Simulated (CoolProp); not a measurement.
The numbers come from the reference Helmholtz-energy equation of state, Thol 2016 in CoolProp.

### Question
For hexamethyldisiloxane (MM), give the phase and the density (kg/m³), Joule-Thomson coefficient (K/MPa), isothermal compressibility (1/MPa), fugacity coefficient at 344.2 K and 5.64 bar.

### Answer
- 344.2 K and 5.64 bar: liquid; density 711, Joule-Thomson coefficient -0.317, isothermal compressibility 0.00330, fugacity coefficient 0.0705
